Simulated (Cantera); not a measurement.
What does this Cantera script print?

```python
import numpy as np
import cantera as ct

gas_names = [...]  # 110 gases of nasa_gas.yaml made of C, H, O
cond_names = """
    C(gr) C6H6(L) C7H8(L) C8H18(L),n-octa H2O(s) H2O(L)
""".split()


# ... load() reads the species with a 1 bar reference pressure and builds the phases ...
atoms = {
    'C2H4': {'C': 2, 'H': 4},
    'CO2': {'C': 1, 'O': 2},
    'H2': {'H': 2},
}
top_T = {'C(gr)': 4500}  # K; cautious upper limits of use, not melting points


# ... equilibrate(T, P, feed) seeds the gas with the atoms and calls Mixture.equilibrate('TP', solver="vcs", rtol=1e-11, max_steps=5000) ...
results = []
feed = {'C2H4': 1, 'CO2': 0.19, 'H2': 28}  # mol
P = 13332.2  # Pa
for T in [1450, 1550, 1650, 1750, 1850, 1950, 2050]:
    mix = equilibrate(T, P, feed)
    results.append((T, P, feed, dict(zip(mix.species_names, mix.species_moles))))

top = {s: max(r[3][s] / sum(r[3][g] for g in gas_names) for r in results) for s in gas_names}
cols = sorted((s for s in top if top[s] > 1e-05), key=lambda s: -top[s])[:7]
seen = [c for c in cond_names if any(r[3].get(c, 0) > 1e-12 for r in results)]
print("log10 of partial pressures in bar; condensed amounts in mol")
print(f"{'T/K':>10s}" + "".join(f"{s[:9]:>10s}" for s in cols + seen))
for T, P, feed, n in results:
    ng = sum(n[g] for g in gas_names)
    print(f"{T:10.4g}" + "".join(f"{np.log10(max(n[s] / ng * P / 1e5, 1e-99)):10.3f}" for s in cols)
          + "".join(f"{n.get(c, 0):10.4g}" for c in seen))
```

It prints:

```
log10 of partial pressures in bar; condensed amounts in mol
       T/K        H2        CO         H C2H2,acet       CH4     C(gr)
      1450    -0.881    -2.778    -5.465    -6.193    -4.243     1.797
      1550    -0.881    -2.778    -4.942    -5.675    -4.453     1.801
      1650    -0.881    -2.778    -4.482    -5.222    -4.638     1.802
      1750    -0.881    -2.778    -4.074    -4.821    -4.801     1.799
      1850    -0.881    -2.778    -3.709    -4.464    -4.947     1.792
      1950    -0.882    -2.779    -3.382    -4.145    -5.077     1.775
      2050    -0.884    -2.779    -3.086    -3.858    -5.196     1.745
```

Cantera equilibrium calculation (NASA polynomials, part measured and part estimated; ideal gas, pure solids and liquids).
